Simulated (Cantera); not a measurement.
Diamond growth

A diamond (100) surface in a fixed gas of H2 with x(CH4) = 0.0041, x(CH3) = 0.00015, at 1150 K, 13000 Pa; coverages are run to steady state.

Model: the Harris–Goodwin 1993 mechanism for the reconstructed diamond (100) surface, integrated in Cantera.

```
x(H)     growth (µm/h)  θ c6HH  θ c6H*  θ c6*H   θ c6**    θ c6HM
-------  -------------  ------  ------  ------  -------  --------
0.0001           0.647   0.594  0.0250   0.354  0.00491    0.0121
0.00026           1.85   0.522  0.0291   0.413   0.0104    0.0146
0.00066           4.30   0.488  0.0311   0.440   0.0162    0.0147
0.0017            8.23   0.475  0.0321   0.454   0.0204    0.0116
0.0044            12.5   0.471  0.0327   0.462   0.0227   0.00702
0.011             15.5   0.471  0.0332   0.466   0.0238   0.00353
0.029             17.3   0.472  0.0339   0.468   0.0244   0.00150
0.074             18.2   0.472  0.0352   0.467   0.0249  0.000617
0.19              18.8   0.472  0.0384   0.464   0.0257  0.000249
```
θ: site fractions in the mechanism's names (c6HH fully hydrogenated, c6H* and c6*H radical sites, c6** diradical, c6HM methylated).
